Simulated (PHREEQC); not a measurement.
Dissolve 0.0048 mol/kgw NH4HF2, 1.1e-05 mol/kgw (NH4)2SiF6 and 0.0004 mol/kgw H2SO4 at 25 °C. Closed to the air; pH follows from the charge balance.

Computed with PHREEQC (ion-association model, wateq4f.dat).

Task: The ionic strength comes out as 0.00595 mol/kgw. What activity coefficients do SiF6-2, HF2-, NH4+, F-, HSO4- get?

Result: SiF6-2 0.72, HF2- 0.92, NH4+ 0.92, F- 0.92, HSO4- 0.92.

No solid was allowed to form. SiF6-2 is the database's only silicon fluoride.
